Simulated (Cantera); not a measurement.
An isothermal, constant-pressure homogeneous reactor starts with 1.55 % H₂, 21.9 % O₂, 76.6 % N₂, at 1300 K and 0.00180 bar.

Model: the H2/O2 subset of GRI-Mech 3.0, which has no nitrogen chemistry, integrated in Cantera. Radical loss at walls, strong at low pressure, is not modelled.

x: mole fraction; the columns are a selection and need not sum to one.

| t (s) | x H₂ | x O₂ | x H₂O | x O | x H₂O₂ | x H |
|---|---|---|---|---|---|---|
| 6.00e-5 | 0.0155 | 0.219 | <1e-12 | 4.55e-12 | <1e-12 | 1.40e-10 |
| 0.000200 | 0.0155 | 0.219 | 2.39e-12 | 4.77e-11 | <1e-12 | 4.36e-10 |
| 0.000665 | 0.0155 | 0.219 | 7.49e-11 | 4.50e-10 | <1e-12 | 1.23e-9 |
| 0.00221 | 0.0155 | 0.219 | ? | ? | 2.19e-12 | ? |
| 0.00736 | 0.0155 | 0.219 | ? | ? | 2.26e-11 | ? |
| 0.0245 | 0.0155 | 0.219 | 3.72e-5 | 2.41e-5 | 2.02e-10 | 1.31e-5 |
| 0.0815 | 0.000351 | 0.206 | 0.0131 | 0.0104 | 2.59e-9 | 0.00267 |
| 0.271 | 0.000327 | 0.206 | 0.0132 | 0.0104 | 2.49e-9 | 0.00258 |
| 0.903 | 0.000314 | 0.207 | 0.0134 | 0.00988 | 2.49e-9 | 0.00241 |
| 3.00 | 0.000275 | 0.207 | 0.0137 | 0.00849 | 2.49e-9 | 0.00193 |
| 10.0 | 0.000182 | 0.209 | 0.0144 | 0.00537 | 2.37e-9 | 0.000989 |

Problem. Some entries are withheld; supply them.

Solution. 
- 0.00221, x H₂O: 1.95e-9
- 0.00221, x O: 3.72e-9
- 0.00221, x H: 3.57e-9
- 0.00736, x H₂O: 6.05e-8
- 0.00736, x O: 4.96e-8
- 0.00736, x H: 2.86e-8
